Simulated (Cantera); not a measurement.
A freely propagating, adiabatic, planar premixed flame of H2 : O2 : N2 = 1 : 0.877 : 3.3 (molar parts), equivalence ratio 0.57, unburnt at 350 K and 250000 Pa; mixture-averaged transport, grid criteria slope 0.08 and curve 0.16, no radiation.

Cantera simulation using the H2/O2 subset of GRI-Mech 3.0, which has no nitrogen chemistry; the numbers are that mechanism's predictions, not measurements. The hydrogen kinetics of GRI-Mech 3.0 are dated; newer H2 mechanisms differ, most at raised pressure. Burning velocities carry a grid error of a few per cent, more on coarse grids. Lean hydrogen flames are cellular in practice and burn faster than this planar one.

x: mole fraction of selected species; z is measured from the peak of heat release.

```tsv
z (mm)	T (K)	u (m/s)	x H2	x O2	x OH	x H2O	x O	x HO2
-0.490	350	0.611	0.191	0.170	<1e-8	1.48e-5	<1e-8	3.49e-8
-0.327	352	0.610	0.184	0.171	<1e-8	0.000138	<1e-8	3.68e-7
-0.245	358	0.613	0.174	0.173	<1e-8	0.000623	<1e-8	1.90e-6
-0.163	392	0.654	0.150	0.177	<1e-8	0.00460	4.53e-8	1.94e-5
-0.0817	636	1.02	0.0965	0.171	?	0.0400	8.55e-6	0.000375
-0.0409	960	1.52	0.0623	0.151	?	0.0868	0.000226	0.000415
0	1280	2.02	0.0320	0.122	?	0.138	0.00144	0.000222
0.0409	1485	2.35	0.0138	0.101	?	0.172	0.00266	0.000130
0.0817	1597	2.52	0.00633	0.0915	0.00464	0.187	0.00272	8.44e-5
0.163	1693	2.67	0.00232	0.0868	0.00444	0.197	0.00168	4.28e-5
0.327	1745	2.75	0.000731	0.0861	?	0.202	0.000582	1.54e-5
0.654	1763	2.77	0.000178	0.0862	?	0.204	0.000148	4.31e-6
1.31	1768	2.78	4.98e-5	0.0864	?	0.204	4.47e-5	1.56e-6
```

### Question
What belongs in the gaps?

### Answer

- -0.0817, x OH: 2.00e-5
- -0.0409, x OH: 0.000377
- 0, x OH: 0.00161
- 0.0409, x OH: 0.00355
- 0.327, x OH: 0.00288
- 0.654, x OH: 0.00151
- 1.31, x OH: 0.000842
